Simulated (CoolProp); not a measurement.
Vapour-liquid equilibrium of propylene (1) + n-hexane (2) at 0.0194 MPa; x and y are mole fractions of (1).

The numbers come from the multi-fluid Helmholtz-energy mixture model, Lemmon 2013 and Thol 2019; pair parameters Bell 2016 in CoolProp.

Q: Give the bubble temperature and the first vapour's composition at x = 0.125, 0.2, 0.425. Is there an azeotrope?

A: x = 0.125: 224.6 K, y = 0.989; x = 0.2: 217.8 K, y = 0.994; x = 0.425: 208.6 K, y = 0.998. No azeotrope shows between x = 0.05 and 0.95.

Pair parameters are fitted to limited data, so mixtures are less certain than the pure fluids. The gap from Raoult's law changes sign with composition, which may be real or a fault of the pair parameters; it wasn't checked against measurements. With so large a gap from Raoult's law the liquid may split in two, which this calculation doesn't test in full.
